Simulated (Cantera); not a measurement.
A freely propagating, adiabatic, planar premixed flame of 8.02 % CH₄, 19.3 % O₂, 72.7 % N₂, unburnt at 525 K and 1.00 atm; mixture-averaged transport, grid criteria slope 0.08 and curve 0.16, no radiation.

Cantera simulation using GRI-Mech 3.0 (53 species, 325 reactions); the numbers are that mechanism's predictions, not measurements. Burning velocities carry a grid error of a few per cent, more on coarse grids.

x: mole fraction of selected species; z is measured from the peak of heat release.

```json
[
 {"z (mm)": "-1.14", "T (K)": "525", "u (m/s)": "0.853", "x CH₄": "0.0801", "x O₂": "0.193", "x N₂O": "<1e-8", "x CH₃": "1.38e-8", "x H₂O": "3.52e-5", "x NO": "<1e-8"},
 {"z (mm)": "-0.763", "T (K)": "527", "u (m/s)": "0.857", "x CH₄": "0.0799", "x O₂": "0.193", "x N₂O": "<1e-8", "x CH₃": "1.54e-7", "x H₂O": "0.000345", "x NO": "<1e-8"},
 {"z (mm)": "-0.572", "T (K)": "534", "u (m/s)": "0.869", "x CH₄": "0.0793", "x O₂": "0.192", "x N₂O": "<1e-8", "x CH₃": "7.18e-7", "x H₂O": "0.00142", "x NO": "<1e-8"},
 {"z (mm)": "-0.381", "T (K)": "582", "u (m/s)": "0.952", "x CH₄": "0.0760", "x O₂": "0.188", "x N₂O": "<1e-8", "x CH₃": "6.15e-6", "x H₂O": "0.00803", "x NO": "7.06e-8"},
 {"z (mm)": "-0.191", "T (K)": "916", "u (m/s)": "1.51", "x CH₄": "0.0557", "x O₂": "0.161", "x N₂O": "1.19e-8", "x CH₃": "0.000216", "x H₂O": "0.0451", "x NO": "9.16e-7"},
 {"z (mm)": "-0.0953", "T (K)": "1292", "u (m/s)": "2.15", "x CH₄": "0.0316", "x O₂": "0.125", "x N₂O": "3.47e-8", "x CH₃": "0.00121", "x H₂O": "0.0837", "x NO": "2.29e-6"},
 {"z (mm)": "0", "T (K)": "1661", "u (m/s)": "2.78", "x CH₄": "0.00782", "x O₂": "0.0817", "x N₂O": "8.01e-8", "x CH₃": "0.00136", "x H₂O": "0.122", "x NO": "4.70e-6"},
 {"z (mm)": "0.0953", "T (K)": "1816", "u (m/s)": "3.04", "x CH₄": "0.000578", "x O₂": "0.0566", "x N₂O": "1.41e-7", "x CH₃": "0.000155", "x H₂O": "0.138", "x NO": "7.72e-6"},
 {"z (mm)": "0.191", "T (K)": "1867", "u (m/s)": "3.11", "x CH₄": "[?]", "x O₂": "[?]", "x N₂O": "[?]", "x CH₃": "[?]", "x H₂O": "0.141", "x NO": "[?]"},
 {"z (mm)": "0.381", "T (K)": "1930", "u (m/s)": "3.20", "x CH₄": "[?]", "x O₂": "[?]", "x N₂O": "[?]", "x CH₃": "[?]", "x H₂O": "0.143", "x NO": "[?]"},
 {"z (mm)": "0.763", "T (K)": "2006", "u (m/s)": "3.31", "x CH₄": "<1e-8", "x O₂": "0.0396", "x N₂O": "2.28e-7", "x CH₃": "<1e-8", "x H₂O": "0.146", "x NO": "1.82e-5"},
 {"z (mm)": "1.53", "T (K)": "2081", "u (m/s)": "3.42", "x CH₄": "<1e-8", "x O₂": "0.0371", "x N₂O": "2.61e-7", "x CH₃": "<1e-8", "x H₂O": "0.150", "x NO": "2.63e-5"},
 {"z (mm)": "3.05", "T (K)": "2140", "u (m/s)": "3.50", "x CH₄": "<1e-8", "x O₂": "0.0352", "x N₂O": "2.86e-7", "x CH₃": "<1e-8", "x H₂O": "0.154", "x NO": "3.87e-5"}
]
```

Problem. Fill in the missing entries.

Solution. 
- 0.191, x CH₄: 2.17e-5
- 0.191, x O₂: 0.0480
- 0.191, x N₂O: 1.83e-7
- 0.191, x CH₃: 6.37e-6
- 0.191, x NO: 9.98e-6
- 0.381, x CH₄: 3.78e-8
- 0.381, x O₂: 0.0429
- 0.381, x N₂O: 2.08e-7
- 0.381, x CH₃: 1.28e-8
- 0.381, x NO: 1.32e-5
